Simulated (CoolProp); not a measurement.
Saturated liquid density (kg/m³) of m-xylene: the reference equation beside estimates from Tc = 616.9 K, pc = 3.535 MPa, ω = 0.326. Rackett uses Z = 0.29056 − 0.08775 ω.

Values from CoolProp's reference Helmholtz-energy equation of state, Zhou 2012.

```tsv
T (K)	reference	Rackett	Soave-Redlich-Kwong	Peng-Robinson
294.2	863.2	850.2	741.4	833.0
297.8	860.2	847.1	739.3	830.8
301.4	857.1	844.1	737.2	828.6
305.1	853.9	841.0	735.0	826.3
308.7	850.7	837.9	732.8	824.0
312.3	847.6	834.8	730.6	821.7
315.9	844.5	831.7	728.4	819.3
319.6	841.2	828.5	726.1	816.9
323.2	838.1	825.4	723.8	814.5
326.8	834.9	822.3	721.5	812.0
330.4	831.7	819.1	719.2	809.5
334.1	828.4	815.9	716.7	807.0
337.7	825.2	812.7	714.3	804.4
341.3	822.0	809.5	711.9	801.8
```

Absolute difference from the reference over all 14 rows, mean and median: Rackett 1.5 and 1.5 %, Soave-Redlich-Kwong 13.7 and 13.7 %, Peng-Robinson 3.0 and 2.9 %.
